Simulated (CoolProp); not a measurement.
The numbers come from the reference Helmholtz-energy equation of state, Zhou 2012 in CoolProp.

**Question.** For p-xylene, give the phase and the cp (kJ/(kg K)), cv (kJ/(kg K)), speed of sound (m/s), expansivity (1/kK) at 429.5 K and 55.4 bar; 460.2 K and 55.4 bar.

**Answer.** 
- 429.5 K and 55.4 bar: liquid; cp 2.16, cv 1.74, speed of sound 857, expansivity 1.29
- 460.2 K and 55.4 bar: liquid; cp 2.27, cv 1.84, speed of sound 756, expansivity 1.44
